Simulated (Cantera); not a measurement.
## Equilibrium for sublimation and decomposition of ceramics: Al₂O₃ + H₂

A closed system holds: 1 mol Al₂O₃, 2.6 mol H₂.

These are equilibrium values from Cantera (NASA tables, ideal gas, pure condensed phases), not measurements of a reactor. Candidate condensed phases: Al, Al₂O₃, H₂O; 19 gas species. The numbers say what is thermodynamically allowed, not how fast it happens.

Stable condensed phases:

```
T in K \ P in Pa
               1       4      16      63     250    1000    4000   16000   63000  250000 1000000
   3000        A       A       A       A       A       B       B       B       B       B       B
   2950        A       A       A       A       A       B       B       B       B       B       B
   2900        A       A       A       A       A       B       B       B       B       B       B
   2850        A       A       A       A       B       B       B       B       B       B       B
   2800        A       A       A       A       B       B       B       B       B       B       B
   2750        A       A       A       A       B       B       B       B       B       B       B
   2700        A       A       A       B       B       B       B       B       B       B       B
   2650        A       A       A       B       B       B       B       B       B       B       B
   2600        A       A       B       B       B       B       B       B       B       B       B
```

A: gas only; B: Al₂O₃.
